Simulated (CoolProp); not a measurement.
Saturation properties of R143a (Tc = 345.9 K, pc = 3762 kPa, ω = 0.261).

Values from CoolProp's reference Helmholtz-energy equation of state, Lemmon and Jacobsen 2000.

| T (K) | p (kPa) | liquid density (kg/m³) | vapour Z |
|---|---|---|---|
| 267 | 509.3 | 1045 | 0.8592 |
| 273.9 | 634.3 | 1022 | 0.8373 |
| 280.9 | 783.2 | 997.2 | 0.8129 |
| 287.8 | 954.4 | 971.7 | 0.7864 |
| 294.8 | 1155 | 944.1 | 0.7570 |
| 301.7 | 1382 | 914.9 | 0.7250 |
| 308.7 | 1645 | 882.6 | 0.6891 |
| 315.6 | 1940 | 847.2 | 0.6495 |
| 322.6 | 2279 | 806.5 | 0.6038 |
| 329.5 | 2656 | 758.8 | 0.5510 |
| 336.5 | 3088 | 696.7 | 0.4840 |

It boils at 225.9 K under 1 atm.
